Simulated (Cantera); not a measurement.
A freely propagating, adiabatic, planar premixed flame of 41.6 % H2, 12.2 % O2, 46.2 % N2, equivalence ratio 1.7, unburnt at 425 K and 750 Torr; unity-Lewis-number transport, grid criteria slope 0.08 and curve 0.16, no radiation.

Computed with Cantera and the H2/O2 subset of GRI-Mech 3.0, which has no nitrogen chemistry. Unity Lewis numbers drop preferential diffusion, which matters most where H2 and H carry the flame. Burning velocities carry a grid error of a few per cent, more on coarse grids.

x: mole fraction of selected species; z is measured from the peak of heat release.

```tsv
z (mm)	T (K)	u (m/s)	x H2	x O2	x H	x O	x HO2	x OH
-1.03	425	3.15	0.416	0.122	<1e-8	<1e-8	<1e-8	<1e-8
-0.686	425	3.15	0.416	0.122	<1e-8	<1e-8	5.57e-8	<1e-8
-0.514	425	3.15	0.416	0.122	<1e-8	<1e-8	5.32e-7	<1e-8
-0.343	427	3.16	0.416	0.122	<1e-8	…	5.01e-6	<1e-8
-0.171	494	3.64	0.409	0.118	2.78e-5	…	0.000200	2.23e-5
-0.0857	803	5.81	0.371	0.0985	0.00502	…	0.000187	0.000482
0	1234	8.70	0.266	0.0520	0.0435	…	5.88e-5	0.00194
0.0857	1502	10.4	0.179	0.0149	0.0811	…	1.45e-5	0.00460
0.171	1634	11.2	0.158	0.00454	0.0835	…	4.09e-6	0.00601
0.343	1768	12.0	0.161	0.00172	0.0694	…	1.47e-6	0.00669
0.686	1901	12.8	0.170	0.000995	0.0514	…	8.33e-7	0.00646
1.37	2018	13.4	0.178	0.000526	0.0357	…	4.58e-7	0.00549
2.74	2110	13.9	0.184	0.000238	0.0233	…	2.28e-7	0.00412
```

Problem. Complete the blanks.

Solution. 
- -0.343, x O: 1.10e-7
- -0.171, x O: 1.27e-5
- -0.0857, x O: 0.000303
- 0, x O: 0.00253
- 0.0857, x O: 0.00362
- 0.171, x O: 0.00304
- 0.343, x O: 0.00228
- 0.686, x O: 0.00147
- 1.37, x O: 0.000805
- 2.74, x O: 0.000373
